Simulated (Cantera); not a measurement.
Mixture: CH₄ : CO : O₂ : N₂ = 1 : 0.93 : 2.83 : 10.7 (molar parts), equivalence ratio 0.87, at 2.10 bar, adiabatic and at constant pressure. Ignition delay is the time to a rise of 400 K.

Detailed kinetics in Cantera: GRI-Mech 3.0 (53 species, 325 reactions).

Question: What does this change do: CO 0.93 to 2.7 parts?

Answer: 
```
quantity                                                before       after
--------------------------------------------------  ----------  ----------
delay at 1225 K                                        20.3 ms     23.6 ms
delay at 1325 K                                        5.01 ms     5.54 ms
delay at 1425 K                                        1.45 ms     1.53 ms
delay at 1525 K                                       0.494 ms    0.504 ms
apparent activation energy between 1475 and 1575 K  190 kJ/mol  200 kJ/mol
```
